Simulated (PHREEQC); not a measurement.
Consider water at 25 °C with 0.0088 mol/kgw PbCl2, 7e-05 mol/kgw HF and 0.0025 mol/kgw Na2SO4. Closed to the air; pH follows from the charge balance.

Model: ion-association model, wateq4f.dat, run in PHREEQC.

This is a speciation only: nothing precipitates in the calculation.

Order these F species by the share of F that they hold, largest first: NaF, PbF+, HF, F-.

F- (89 %), HF (6.3 %), PbF+ (4.8 %), NaF (0.19 %)

The pH is 4.26 and the ionic strength 0.0252 mol/kgw. The solution is supersaturated, for example in Anglesite, Matlockite, so a real one may precipitate; this is no full list.
